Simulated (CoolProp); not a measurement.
A simple Rankine cycle with the fluoroketone C6F12O (FK-5-1-12): condensing at 327.15 K, boiler at 1.23 MPa, turbine inlet 499 K, turbine efficiency 0.9, pump efficiency 0.6, no recuperator. Each further row changes one setting.

Values from CoolProp's reference Helmholtz-energy equation of state, McLinden 2015.

```tsv
case	thermal efficiency (%)	net work (kJ/kg)	heat in (kJ/kg)	turbine exit temperature (K)	volume ratio over the turbine
as stated	9.6	23.6	246	468.3	11.2
condensing temperature 319.15 K	10.4	26.6	255	465.2	14.7
boiler pressure 0.861 MPa	8.3	20.7	249	474.0	7.49
turbine efficiency 0.8	8.5	20.8	246	470.9	11.2
```
